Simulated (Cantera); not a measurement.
Input: 1 mol CH₃SiCl₃, 0.017 mol C₃H₈, 1600 mol H₂, 0.019 mol C₂H₂, held at 2075 °C and 54.0 mbar.

Cantera equilibrium calculation (NASA polynomials, part measured and part estimated; ideal gas, pure solids and liquids). Candidate condensed phases: C, C₆H₆, C₇H₈, C₈H₁₈, Si, SiC; 109 gas species. The feed counts by its element totals alone. Gases not in the tables: Si₂H₆ and higher silanes. Equilibrium is a limit: real reactors are often held back by kinetics, nucleation or transport.

Base state: H₂ 0.946, H 0.0517, HCl 0.00175, Si 0.000544, C₂H₂ (acetylene) 0.000321, Cl 6.86e-5, SiH 4.15e-5, SiH₂ 1.12e-5 (mole fractions); condensed: gas only.

What changes in the equilibrium state with this change: temperature from 2075 °C to 1552 °C?


```tsv
species	before	after
H₂	0.946	0.996
H	0.0517	0.00189
HCl	0.00175	0.00187
Si	0.000544	6.43e-6
SiH	4.15e-5	1.59e-6
Cl	6.86e-5	2.70e-6
SiC(s), mol	0	0.981
```

What changes in the equilibrium state with this change: CH₃SiCl₃ replaced by SiCl₄?


```json
[
 {"species": "H₂", "before": "0.946", "after": "0.945"},
 {"species": "H", "before": "0.0517", "after": "0.0517"},
 {"species": "HCl", "before": "0.00175", "after": "0.00234"},
 {"species": "C₂H₂ (acetylene)", "before": "0.000321", "after": "2.56e-5"},
 {"species": "Si", "before": "0.000544", "after": "0.000550"},
 {"species": "Cl", "before": "6.86e-5", "after": "9.15e-5"},
 {"species": "SiH", "before": "4.15e-5", "after": "4.20e-5"},
 {"species": "SiH₂", "before": "1.12e-5", "after": "1.13e-5"}
]
```
